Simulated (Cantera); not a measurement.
An isothermal, constant-pressure homogeneous reactor starts with 1.08 % C₂H₆, 98.9 % N₂, at 1973 K and 9.75 Torr.

Model: GRI-Mech 3.0 (53 species, 325 reactions), integrated in Cantera. GRI-Mech 3.0 stops at C3 and has no aromatics, soot or wall deposition, so with more carbon than oxygen in the feed, carbon stays in small species such as C2H2 where larger ones or solid carbon would form. Radical loss at walls, strong at low pressure, is not modelled.

One state of this run: x C₂H₆ = 0.00797; x CH₄ = 2.07e-5; x C₂H₂ = 3.44e-8; x H = 4.41e-5; x HCN = 1.98e-10; x CH₂ = 3.71e-6. x: mole fraction; the columns are a selection and need not sum to one.

### Question
Which value of t (s) does it belong to?
A) 2.00e-6
B) 4.00
C) 3.64e-5
D) 0.0121

### Answer
C, 3.64e-5
